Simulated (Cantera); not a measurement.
## Hydrocarbon pyrolysis for carbon deposition

An isothermal, constant-pressure homogeneous reactor starts with CH₄ : H₂ = 1 : 1.6 (molar parts), at 1648 K and 1.01 bar.

Computed with Cantera and GRI-Mech 3.0 (53 species, 325 reactions). GRI-Mech 3.0 stops at C3 and has no aromatics, soot or wall deposition, so with more carbon than oxygen in the feed, carbon stays in small species such as C2H2 where larger ones or solid carbon would form.

```
t (s)      x CH₄   x H₂     x CH₃    x C₂H₂    x C₂H₄      x H     x CH₂
--------  ------  -----  --------  --------  --------  -------  --------
6.00e-6    0.385  0.615   3.61e-5  1.59e-12   7.03e-9  3.10e-6  1.46e-10
1.56e-5    0.385  0.615   9.31e-5  1.10e-10   1.43e-7  7.60e-6   1.03e-9
4.08e-5    0.384  0.615  0.000224   7.76e-9   2.54e-6  1.79e-5   6.03e-9
0.000106   0.384  0.616  0.000413   4.64e-7   3.49e-5  3.30e-5   2.02e-8
0.000277   0.383  0.616  0.000545   1.52e-5  0.000290  4.36e-5   3.46e-8
0.000721   0.379  0.618  0.000596  0.000246   0.00129  4.82e-5   4.15e-8
0.00188    0.370  0.624  0.000587   0.00198   0.00301  4.91e-5   4.12e-8
0.00490    0.348  0.638  0.000555   0.00910   0.00413  5.05e-5   3.93e-8
0.0128     0.300  0.668  0.000486    0.0264   0.00421  5.36e-5   3.50e-8
0.0333     0.221  0.719  0.000370    0.0547   0.00454  5.94e-5   2.78e-8
0.0867     0.132  0.776  0.000234    0.0864   0.00555  6.80e-5   1.91e-8
0.226     0.0706  0.815  0.000135     0.108   0.00662  7.69e-5   1.22e-8
0.589     0.0521  0.827  0.000103     0.114   0.00701  8.08e-5   9.89e-9
1.53      0.0512  0.827  0.000102     0.114   0.00703  8.10e-5   9.78e-9
4.00      0.0512  0.827  0.000102     0.114   0.00703  8.10e-5   9.78e-9
```
x: mole fraction; the columns are a selection and need not sum to one.

Equilibrium at this temperature and pressure: CH₄ 0.0512, H₂ 0.827, CH₃ 0.000102, C₂H₂ 0.114, C₂H₄ 0.00703, H 8.10e-5, CH₂ 9.78e-9 (gas phase only).
